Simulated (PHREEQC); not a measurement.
A solution holds 1.1 mmol/kgw CuSO4, 0.092 mmol/kgw HCl and 0.612 mmol/kgw FeCl3, at 25 °C. Closed to the air; pH follows from the charge balance.

The numbers come from PHREEQC with the ion-association model, wateq4f.dat.

Precipitation was switched off in this run.

Order these Cu species by the share of Cu that they hold, largest first: CuCl+, Cu+2, CuSO4.

Cu+2 (91 %), CuSO4 (8.2 %), CuCl+ (0.35 %)

The pH is 3.24 and the ionic strength 0.00590 mol/kgw. The solution is supersaturated, for example in Fe(OH)3(a), Hematite (slow to form), so a real one may precipitate; this is no full list.
